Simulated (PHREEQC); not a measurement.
Leach liquor (model solution)

Consider water at 25 °C with 0.195 mol/kgw HCl, 0.38 mol/kgw FeSO4 and 0.021 mol/kgw NiSO4. Closed to the air; pH follows from the charge balance.

All values are PHREEQC results (ion-association model, wateq4f.dat), not measurements.

```yaml
pH: 1.46
ionic_strength: 0.854 mol/kgw
activity_of_water: 0.986
total_alkalinity: -195 meq/kg
```

```csv
species,molality,activity,log γ
Fe+2,0.202,0.0433,-0.668
Cl-,0.183,0.111,-0.216
FeSO4,0.124,0.150,0.085
SO4-2,0.118,0.0195,-0.783
HSO4-,0.104,0.0658,-0.199
H+,0.0463,0.0346,-0.126
FeHSO4+,0.0446,0.0343,-0.114
FeCl+,0.0102,0.00665,-0.187
```

Precipitation was switched off in this run. The ionic strength is past about 0.7 mol/kgw, beyond the range of this activity model, so the values are rough.
